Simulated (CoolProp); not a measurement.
Values from CoolProp's reference Helmholtz-energy equation of state, Lemmon 2016.

For R227EA, give the phase and the density (kg/m³) at 384.9 K and 9.75 MPa; 384.9 K and 12.2 MPa.


- 384.9 K and 9.75 MPa: supercritical; density 1100
- 384.9 K and 12.2 MPa: supercritical; density 1140
